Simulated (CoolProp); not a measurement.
Nitrogen along the isotherm -153.65 °C: fugacity coefficient from the reference equation and from simpler models built on Tc = -147.0 °C, pc = 33.96 bar, ω = 0.037; each cubic takes its own stable root.

Model: reference Helmholtz-energy equation of state, Span 2000, in CoolProp.

```tsv
p (bar)	phase	reference	van der Waals	Redlich-Kwong	Peng-Robinson
0.268	gas	0.9969	0.9973	0.9969	0.9965
0.509	gas	0.9942	0.9949	0.9940	0.9934
0.965	gas	0.9889	0.9904	0.9887	0.9875
1.83	gas	0.9791	0.9818	0.9786	0.9764
3.47	gas	0.9604	0.9655	0.9596	0.9555
6.57	gas	0.9253	0.9348	0.9238	0.9166
12.5	gas	0.8584	0.8760	0.8562	0.8436
23.6	gas	0.7305	0.7632	0.7287	0.7090
44.8	liquid	0.4358	0.4984	0.4425	0.4230
84.9	liquid	0.2774	0.3391	0.2845	0.2663
```
